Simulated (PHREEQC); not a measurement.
Synthetic water in mg/L, 20 °C, pH 5.65, pe 8.5:

```csv
constituent,mg/L
Na,4.19
K,1.36
Ca,5.53
Mg,0.942
Cl,8.99
S(6) as SO4,8.01
Alkalinity as HCO3,8.4
Sr,0.586
Zn,0.00535
```

Valence states are taken as typed.

Model: ion-association model, phreeqc.dat, run in PHREEQC.

Precipitation was switched off in this run.

### Question
Estimate the charge-balance error.

### Answer
charge-balance error 2.3 %.

### Question
In which forms is Mg present?

### Answer
Mg+2 99 %, MgSO4 1.3 % of the Mg.

Species that the database lacks are ignored.
